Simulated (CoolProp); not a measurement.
Vapour-liquid equilibrium of R113 (1) + benzene (2) at 357.6 K; x and y are mole fractions of (1).

Model: multi-fluid Helmholtz-energy mixture model, Marx 1992 and Thol 2012; pair parameters Bell 2016, in CoolProp.

Question: Give the bubble pressure and the first vapour's composition at x = 0.2, 0.8, 0.95. Is there an azeotrope?

Answer: x = 0.2: 1.769 bar, y = 0.451; x = 0.8: 2.729 bar, y = 0.878; x = 0.95: 2.917 bar, y = 0.968. No azeotrope shows between x = 0.05 and 0.95.

The pair parameters rest on a limited set of measurements; away from them the model extrapolates.
